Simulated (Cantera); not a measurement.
Cantera run:

```python
import numpy as np
import cantera as ct

gas_names = """
    H HO2 H2 H2O H2O2 Hg O OH O2 O3
""".split()
cond_names = """
    H2O(s) H2O(L) Hg(cr) Hg(L) HgO(s)
""".split()


# ... load() reads the species with a 1 bar reference pressure and builds the phases ...
atoms = {
    'HgO': {'Hg': 1, 'O': 1},
    'H2': {'H': 2},
}
top_T = {}  # K; cautious upper limits of use, not melting points


# ... equilibrate(T, P, feed) seeds the gas with the atoms and calls Mixture.equilibrate('TP', solver="vcs", rtol=1e-11, max_steps=5000) ...
results = []
feed = {'HgO': 1, 'H2': 0.42}  # mol
P = 13332.2  # Pa
for T in [525, 625, 725, 825, 925, 1025, 1125, 1225, 1325, 1425]:
    mix = equilibrate(T, P, feed)
    results.append((T, P, feed, dict(zip(mix.species_names, mix.species_moles))))

top = {s: max(r[3][s] / sum(r[3][g] for g in gas_names) for r in results) for s in gas_names}
cols = sorted((s for s in top if top[s] > 1e-05), key=lambda s: -top[s])[:7]
seen = [c for c in cond_names if any(r[3].get(c, 0) > 1e-12 for r in results)]
print("log10 of partial pressures in bar; condensed amounts in mol")
print(f"{'T/K':>10s}" + "".join(f"{s[:9]:>10s}" for s in cols + seen))
for T, P, feed, n in results:
    ng = sum(n[g] for g in gas_names)
    print(f"{T:10.4g}" + "".join(f"{np.log10(max(n[s] / ng * P / 1e5, 1e-99)):10.3f}" for s in cols)
          + "".join(f"{n.get(c, 0):10.4g}" for c in seen))
```

Result:

```
log10 of partial pressures in bar; condensed amounts in mol
       T/K        Hg       H2O        O2        OH    HgO(s)
       525    -1.176    -1.176    -6.430   -16.117      0.58
       625    -1.127    -1.368    -1.799   -12.484    0.2685
       725    -1.108    -1.485    -1.646   -10.638         0
       825    -1.108    -1.485    -1.646    -9.223         0
       925    -1.108    -1.485    -1.646    -8.112         0
      1025    -1.108    -1.485    -1.646    -7.217         0
      1125    -1.108    -1.485    -1.646    -6.480         0
      1225    -1.108    -1.485    -1.646    -5.864         0
      1325    -1.108    -1.485    -1.646    -5.340         0
      1425    -1.108    -1.485    -1.646    -4.890         0
```

Equilibrium computed with Cantera from the NASA thermochemical tables; the gas is ideal and each condensed phase is pure.
